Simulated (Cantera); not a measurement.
## Ignition delay

Mixture: CH4 : O2 : N2 = 1 : 3.03 : 11.4 (molar parts), equivalence ratio 0.66, at 330000 Pa, adiabatic and at constant volume. Ignition delay is the time to a rise of 400 K.

Model: GRI-Mech 3.0 (53 species, 325 reactions), integrated in Cantera.

| T0 (K) | delay (ms) |
|---|---|
| 1048 | 108 |
| 1098 | 50.0 |
| 1148 | 24.3 |
| 1198 | 12.2 |
| 1248 | 6.35 |
| 1298 | 3.41 |

The apparent activation energy between 1198 and 1298 K is 160 kJ/mol.
